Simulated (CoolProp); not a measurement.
Vapour pressure (bar) of decamethylcyclopentasiloxane (D5): the reference equation beside estimates from Tc = 618.3 K, pc = 10.78 bar, ω = 0.631. Clausius-Clapeyron is anchored at 448 K with a constant enthalpy of vaporisation of 45.42 kJ/mol.

Values from CoolProp's reference Helmholtz-energy equation of state, Thol 2019.

```json
[
 {"T (K)": "448", "reference": "0.3980", "Clausius-Clapeyron": "0.3980", "Soave-Redlich-Kwong": "0.3963", "Peng-Robinson": "0.4030"},
 {"T (K)": "456.3", "reference": "0.5021", "Clausius-Clapeyron": "0.4968", "Soave-Redlich-Kwong": "0.4991", "Peng-Robinson": "0.5055"},
 {"T (K)": "464.5", "reference": "0.6248", "Clausius-Clapeyron": "0.6138", "Soave-Redlich-Kwong": "0.6206", "Peng-Robinson": "0.6261"},
 {"T (K)": "472.7", "reference": "0.7698", "Clausius-Clapeyron": "0.7527", "Soave-Redlich-Kwong": "0.7644", "Peng-Robinson": "0.7687"},
 {"T (K)": "480.9", "reference": "0.9397", "Clausius-Clapeyron": "0.9166", "Soave-Redlich-Kwong": "0.9334", "Peng-Robinson": "0.9358"},
 {"T (K)": "489.1", "reference": "1.137", "Clausius-Clapeyron": "1.109", "Soave-Redlich-Kwong": "1.130", "Peng-Robinson": "1.130"},
 {"T (K)": "497.3", "reference": "1.365", "Clausius-Clapeyron": "1.333", "Soave-Redlich-Kwong": "1.359", "Peng-Robinson": "1.356"},
 {"T (K)": "505.5", "reference": "1.626", "Clausius-Clapeyron": "1.593", "Soave-Redlich-Kwong": "1.621", "Peng-Robinson": "1.615"},
 {"T (K)": "513.7", "reference": "1.924", "Clausius-Clapeyron": "1.893", "Soave-Redlich-Kwong": "1.921", "Peng-Robinson": "1.911"}
]
```

Absolute difference from the reference over all 9 rows, mean and median: Clausius-Clapeyron 1.8 and 2.0 %, Soave-Redlich-Kwong 0.5 and 0.6 %, Peng-Robinson 0.6 and 0.7 %.
